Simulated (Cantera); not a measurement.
Input: 1 mol CH2F2, 2 mol HCl, 0.096 mol H2, held at 0.195 Torr.

Equilibrium computed with Cantera from the NASA thermochemical tables; the gas is ideal and each condensed phase is pure. Candidate condensed phases: C, C6H6, C7H8, C8H18; 118 gas species. Kinetics and transport are ignored. All values below are at 1498 K.

Base state: HF 0.488, HCl 0.485, H2 0.0246, Cl 0.00265, H 0.000167 (mole fractions); condensed: C(graphite).

Task: What changes in the equilibrium state with this change: pressure from 0.195 Torr to 10.0 Torr?

Result: 
```json
[
 {"species": "HF", "before": "0.488", "after": "0.488"},
 {"species": "HCl", "before": "0.485", "after": "0.488"},
 {"species": "H2", "before": "0.0246", "after": "0.0236"},
 {"species": "Cl", "before": "0.00265", "after": "0.000381"},
 {"species": "H", "before": "0.000167", "after": "2.29e-5"},
 {"species": "C(graphite), mol", "before": "1.000", "after": "1.000"}
]
```

Task: What changes in the equilibrium state with this change: pressure from 0.195 Torr to 61.5 Torr?

Result: 
```json
[
 {"species": "HF", "before": "0.488", "after": "0.488"},
 {"species": "HCl", "before": "0.485", "after": "0.488"},
 {"species": "H2", "before": "0.0246", "after": "0.0235"},
 {"species": "Cl", "before": "0.00265", "after": "0.000154"},
 {"species": "H", "before": "0.000167", "after": "9.20e-6"},
 {"species": "C(graphite), mol", "before": "1.000", "after": "1.000"}
]
```
